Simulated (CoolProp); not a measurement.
Properties of R11 at several states.

Model: reference Helmholtz-energy equation of state, Jacobsen 1992, in CoolProp.

| T (°C) | p (MPa) | phase | cp (kJ/(kg K)) | isothermal compressibility (1/MPa) | expansivity (1/kK) |
|---|---|---|---|---|---|
| 115.85 | 0.0776 | gas | 0.6386 | 13.03 | 2.660 |
| -73.65 | 0.332 | liquid | 0.8095 | 0.0007056 | 1.232 |
| 154.05 | 1.58 | gas | 0.7865 | 0.8293 | 4.836 |
| 221.45 | 0.089 | gas | 0.6838 | 11.30 | 2.062 |
